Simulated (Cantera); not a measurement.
An isothermal plug-flow reactor at 900 K and 0.622 atm (inlet), inlet velocity 20 m/s, active area per volume 230 1/m; feed 0.612 % H₂, 2.69 % O₂, 96.7 % N₂.

Model: Deutschmann's 1995 Pt surface mechanism with GRI-Mech 3.0 gas chemistry, integrated in Cantera. Catalytic surfaces can have several steady states; this one follows from the mechanism file's or the stated starting coverage. Mass transfer to the wall is taken as infinitely fast.

One state of this run: x H₂ = 0.00283; x O₂ = 0.0253; x H₂O = 0.00330; θ free Pt = 0.270; θ O* = 0.728; θ OH* = 0.00162. x: gas mole fraction; θ: surface coverage.

Problem. Which value of z (m) does it belong to?
A. 0.0054
B. 0.0012
C. 0.00025
D. 0.00054

Solution. A, 0.0054
